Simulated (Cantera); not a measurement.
Charge: 1 mol Al2O3, 0.45 mol H2O, 0.063 mol O2, held at 1275 K and 63.0 mbar.

Cantera equilibrium calculation (NASA polynomials, part measured and part estimated; ideal gas, pure solids and liquids). Candidate condensed phases: Al, Al2O3, H2O; 19 gas species. Equilibrium is a limit: real reactors are often held back by kinetics, nucleation or transport.

Base state: H2O 0.877, O2 0.123, OH 4.04e-5 (mole fractions); condensed: Al2O3(s).

Task: What changes in the equilibrium state with this change: temperature from 1275 K to 1700 K?

Result: 
```csv
species,before,after
H2O,0.877,0.876
O2,0.123,0.122
OH,4.04e-5,0.00188
O,1.56e-7,6.23e-5
H2,5.51e-7,0.000200
"Al2O3(s), mol",1.00,1.00
```
Gases not in the tables: Al(OH)3.
